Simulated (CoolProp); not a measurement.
Properties of R245ca at several states.

The numbers come from the reference Helmholtz-energy equation of state, Zhou 2016 in CoolProp.

```csv
T (K),p (kPa),phase,cp (kJ/(kg K)),cv (kJ/(kg K))
357.8,4460,liquid,1.475,1.071
251.2,821,liquid,1.325,0.9506
344.9,2440,liquid,1.458,1.053
```
